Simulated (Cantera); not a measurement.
Input: 1 mol CHF3, 9.8 mol H2, 0.012 mol CH4, equilibrated at 1423 K.

Equilibrium computed with Cantera from the NASA thermochemical tables; the gas is ideal and each condensed phase is pure. Candidate condensed phases: C, C6H6, C7H8, C8H18; 95 gas species. Equilibrium is a limit: real reactors are often held back by kinetics, nucleation or transport.

x: gas mole fraction; n: condensed amount in mol.

```tsv
P (Pa)	x H2	x HF	x CH4	x H	x C2H2 (acetylene)	n C(graphite)
1	0.745	0.253	2.11e-8	___	2.56e-6	1.01
3.60	0.745	0.254	7.62e-8	___	2.56e-6	1.01
13	0.746	0.254	2.75e-7	___	2.56e-6	1.01
46	0.746	0.254	9.75e-7	___	2.56e-6	1.01
170	0.746	0.254	3.60e-6	___	2.56e-6	1.01
600	0.746	0.254	1.27e-5	___	2.56e-6	1.01
2200	0.746	0.254	4.67e-5	___	2.56e-6	1.01
7700	0.746	0.254	0.000163	___	2.56e-6	1.01
28000	0.746	0.254	0.000593	___	2.56e-6	1.00
100000	0.744	0.254	0.00211	___	2.55e-6	0.987
```

**Question.** Fill in the missing entries.

**Answer.** 
- 1, x H: 0.00181
- 3.60, x H: 0.000956
- 13, x H: 0.000503
- 46, x H: 0.000267
- 170, x H: 0.000139
- 600, x H: 7.41e-5
- 2200, x H: 3.87e-5
- 7700, x H: 2.07e-5
- 28000, x H: 1.08e-5
- 100000, x H: 5.73e-6
